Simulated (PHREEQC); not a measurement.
Solution (25 °C): 0.016 mol H3PO4 and 4.9e-05 mol Ca(NO3)2 per kg of water. Closed to the air; pH follows from the charge balance.

Equilibrium calculation in PHREEQC: ion-association model, phreeqc.dat.

| Quantity | Value |
|---|---|
| pH | 2.13 |
| ionic strength | 0.00817 mol/kgw |
| specific conductance | 2880 µS/cm |
| total alkalinity | -16.0 meq/kg |

| species | molality | activity | log γ |
|---|---|---|---|
| H+ | 0.00804 | 0.00739 | -0.036 |
| H2PO4- | 0.00803 | 0.00733 | -0.040 |
| H3PO4 | 0.00796 | 0.00798 | 0.001 |
| NO3- | 9.80e-5 | 8.89e-5 | -0.042 |
| Ca+2 | 4.29e-5 | 2.97e-5 | -0.159 |
| CaH2PO4+ | 6.11e-6 | 5.57e-6 | -0.040 |
| HPO4-2 | 8.91e-8 | 6.16e-8 | -0.161 |
| CaHPO4 | 1.00e-9 | 1.00e-9 | 0.001 |

This is a speciation only: nothing precipitates in the calculation.
